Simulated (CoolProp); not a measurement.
Saturation properties of R141b.

The numbers come from the reference Helmholtz-energy equation of state, Lemmon 2006 in CoolProp. It is a short technical equation, of lower accuracy than the large ones.

| T (K) | p (kPa) | vapour density (kg/m³) | enthalpy of vaporisation (kJ/kg) |
|---|---|---|---|
| 252.9 | 10.22 | 0.5729 | 246.7 |
| 266.5 | 20.56 | 1.100 | 240.6 |
| 280.1 | 38.22 | 1.959 | 234.4 |
| 293.7 | 66.41 | 3.277 | 228.2 |
| 307.3 | 109.0 | 5.204 | 221.7 |
| 320.9 | 170.5 | 7.913 | 214.9 |
| 334.5 | 255.9 | 11.60 | 207.8 |
| 348.2 | 371.4 | 16.55 | 200.2 |
| 361.8 | 521.2 | 22.95 | 192.1 |
| 375.4 | 712.0 | 31.18 | 183.3 |

It boils at 305.2 K under 1 atm.
